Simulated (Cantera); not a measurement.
# Equilibrium for halide evaporation, hydrolysis and transport: BaF₂ + H₂

Feed: 1 mol BaF₂, 4.2 mol H₂, held at 0.100 bar.

Cantera equilibrium calculation (NASA polynomials, part measured and part estimated; ideal gas, pure solids and liquids). Candidate condensed phases: Ba, BaF₂; 14 gas species. The numbers say what is thermodynamically allowed, not how fast it happens.

From 798 K to 1598 K the condensed part is BaF₂(s). From 1698 K to 1898 K the condensed part is BaF₂(l). At 1998 K nothing is condensed.

```json
[
 {"T (K)": "798", "x H₂": "1.00", "x BaF₂": "<1e-12", "x HF": "<1e-12", "x BaF": "<1e-12", "x H": "8.43e-12", "n BaF₂(s)": "1.00", "n BaF₂(l)": "0"},
 {"T (K)": "898", "x H₂": "1.00", "x BaF₂": "<1e-12", "x HF": "2.75e-11", "x BaF": "1.75e-11", "x H": "3.46e-10", "n BaF₂(s)": "1.00", "n BaF₂(l)": "0"},
 {"T (K)": "998", "x H₂": "1.00", "x BaF₂": "8.63e-11", "x HF": "1.32e-9", "x BaF": "1.06e-9", "x H": "6.80e-9", "n BaF₂(s)": "1.00", "n BaF₂(l)": "0"},
 {"T (K)": "1098", "x H₂": "1.00", "x BaF₂": "5.89e-9", "x HF": "3.19e-8", "x BaF": "2.84e-8", "x H": "7.82e-8", "n BaF₂(s)": "1.00", "n BaF₂(l)": "0"},
 {"T (K)": "1198", "x H₂": "1.000", "x BaF₂": "1.89e-7", "x HF": "4.50e-7", "x BaF": "4.21e-7", "x H": "6.01e-7", "n BaF₂(s)": "1.000", "n BaF₂(l)": "0"},
 {"T (K)": "1298", "x H₂": "1.000", "x BaF₂": "3.38e-6", "x HF": "4.14e-6", "x BaF": "3.96e-6", "x H": "3.39e-6", "n BaF₂(s)": "1.000", "n BaF₂(l)": "0"},
 {"T (K)": "1398", "x H₂": "1.000", "x BaF₂": "3.81e-5", "x HF": "2.71e-5", "x BaF": "2.63e-5", "x H": "1.50e-5", "n BaF₂(s)": "1.000", "n BaF₂(l)": "0"},
 {"T (K)": "1498", "x H₂": "0.999", "x BaF₂": "0.000299", "x HF": "0.000135", "x BaF": "0.000132", "x H": "5.43e-5", "n BaF₂(s)": "0.998", "n BaF₂(l)": "0"},
 {"T (K)": "1598", "x H₂": "0.997", "x BaF₂": "0.00174", "x HF": "0.000543", "x BaF": "0.000534", "x H": "0.000168", "n BaF₂(s)": "0.990", "n BaF₂(l)": "0"},
 {"T (K)": "1698", "x H₂": "0.988", "x BaF₂": "0.00764", "x HF": "0.00177", "x BaF": "0.00175", "x H": "0.000455", "n BaF₂(s)": "0", "n BaF₂(l)": "0.960"},
 {"T (K)": "1798", "x H₂": "0.962", "x BaF₂": "0.0268", "x HF": "0.00491", "x BaF": "0.00485", "x H": "0.00109", "n BaF₂(s)": "0", "n BaF₂(l)": "0.862"},
 {"T (K)": "1898", "x H₂": "0.893", "x BaF₂": "0.0813", "x HF": "0.0120", "x BaF": "0.0118", "x H": "0.00234", "n BaF₂(s)": "0", "n BaF₂(l)": "0.565"},
 {"T (K)": "1998", "x H₂": "0.783", "x BaF₂": "0.167", "x HF": "0.0228", "x BaF": "0.0226", "x H": "0.00449", "n BaF₂(s)": "0", "n BaF₂(l)": "0"}
]
```
x: gas mole fraction; n: condensed amount in mol.
